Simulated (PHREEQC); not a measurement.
## Brine: speciation

Consider water at 40 °C with 1.1 mol/kgw MgSO4 and 0.23 mol/kgw NaCl. Closed to the air; pH follows from the charge balance.

Computed with PHREEQC (Pitzer model, pitzer.dat).

* **ionic strength**: 4.63 mol/kgw
* **activity of water**: 0.970
* **density**: 1.123 g/cm³
* **osmotic coefficient**: 0.632

```tsv
species	molality	activity	log γ
Mg+2	1.10	0.139	-0.898
SO4-2	1.10	0.0225	-1.689
Cl-	0.230	0.138	-0.221
Na+	0.230	0.154	-0.174
MgOH+	3.19e-6	1.30e-6	-0.389
HSO4-	2.60e-6	1.84e-6	-0.149
H+	8.84e-7	5.60e-7	-0.198
OH-	2.92e-7	5.07e-8	-0.759
```

No solid was allowed to form. At this temperature some constants are extrapolated from 25 °C, and those without enthalpy data are left unchanged.
